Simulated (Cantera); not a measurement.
# Ammonia decomposition in nitride growth gas

A perfectly stirred reactor is fed with 61.3 % NH₃, 38.7 % N₂, at 0.133 bar; it is held at 2350 K, and followed from long to short residence time.

Computed with Cantera and the gas-phase N/H chemistry of the illustrative SiF4/NH3 mechanism in the Surface Chemkin manual (1991). Walls and surfaces, which speed up NH3 decomposition in real reactors, are not modelled.

| τ (s) | x NH₃ | x N₂H₄ | x N₂H₂ | x NH₂ | x NH | x N₂ | x H₂ |
|---|---|---|---|---|---|---|---|
| 19 | 5.50e-5 | <1e-12 | 8.19e-10 | 7.87e-6 | 7.26e-6 | 0.424 | 0.551 |
| 5.3 | 0.000126 | 1.49e-12 | 3.33e-9 | 1.64e-5 | 1.37e-5 | 0.425 | 0.552 |
| 1.5 | 0.000552 | 1.20e-11 | 1.98e-8 | 4.65e-5 | 2.52e-5 | 0.426 | 0.558 |
| 0.42 | 0.00786 | 2.56e-10 | 1.69e-7 | 0.000214 | 3.68e-5 | 0.428 | 0.559 |
| 0.12 | 0.0368 | 1.79e-9 | 7.23e-7 | 0.000566 | 5.37e-5 | 0.426 | 0.534 |
| 0.033 | 0.121 | 8.99e-9 | 2.62e-6 | 0.00127 | 7.71e-5 | 0.420 | 0.455 |
| 0.0091 | 0.291 | 3.11e-8 | 7.28e-6 | 0.00236 | 9.66e-5 | 0.408 | 0.298 |
| 0.0026 | 0.466 | 6.80e-8 | 1.33e-5 | 0.00349 | 9.63e-5 | 0.396 | 0.134 |
x: mole fraction; the columns are a selection and need not sum to one.
